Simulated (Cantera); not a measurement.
Charge: 1 mol C3H6, 1.8 mol NH3, equilibrated at 2548 K and 0.0133 bar.

Equilibrium computed with Cantera from the NASA thermochemical tables; the gas is ideal and each condensed phase is pure. Candidate condensed phases: C, C6H6, C7H8, C8H18; 92 gas species. The numbers say what is thermodynamically allowed, not how fast it happens.

Question: What is the equilibrium state?

Answer: 
```json
{
  "x(H2)": "0.643",
  "x(H)": "0.215",
  "x(N2)": "0.110",
  "x(HCN)": "0.0211",
  "x(C2H2 (acetylene))": "0.00848",
  "x(HNC)": "0.00261",
  "x(CN)": "0.000437",
  "x(C2H)": "0.000225",
  "x(C3)": "7.75e-5",
  "n(C(graphite))": "2.69 mol",
  "gas_amount": "7.397 mol"
}
```
